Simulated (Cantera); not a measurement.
A freely propagating, adiabatic, planar premixed flame of 25.9 % H2, 12.4 % O2, 46.8 % N2, 14.9 % H2O, unburnt at 475 K and 1.00 atm; mixture-averaged transport, grid criteria slope 0.08 and curve 0.16, no radiation.

Model: the H2/O2 subset of GRI-Mech 3.0, which has no nitrogen chemistry, integrated in Cantera. Burning velocities carry a grid error of a few per cent, more on coarse grids.

Q: Predict: laminar burning velocity; thermal thickness; peak x(H); peak x(O); peak x(HO2).

A: 
```
Property                    Result
------------------------  --------
laminar burning velocity  339 cm/s
thermal thickness         0.373 mm
peak x(H)                   0.0283
peak x(O)                  0.00542
peak x(HO2)               0.000545
```
